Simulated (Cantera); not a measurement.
A closed system holds: 1 mol SiHCl3, 5.8 mol N2, equilibrated at 1700 K and 13.5 Torr.

Cantera equilibrium calculation (NASA polynomials, part measured and part estimated; ideal gas, pure solids and liquids). Candidate condensed phases: NH4Cl, Si, Si3N4; 28 gas species. The tables' values for SiCl3, SiCl are old estimates; treat these amounts as uncertain. Equilibrium is a limit: real reactors are often held back by kinetics, nucleation or transport.

What is the equilibrium state?


| Item | Result |
|---|---|
| x(N2) | 0.750 |
| x(SiCl2) | 0.113 |
| x(HCl) | 0.109 |
| x(SiCl3) | 0.0133 |
| x(H2) | 0.0101 |
| x(SiCl4) | 0.00306 |
| x(Cl) | 0.000927 |
| x(H) | 0.000110 |
| x(SiHCl3) | 5.47e-5 |
| gas amount | 7.729 mol |
| log10 activity of Si(l) (absent) | -1.57 |
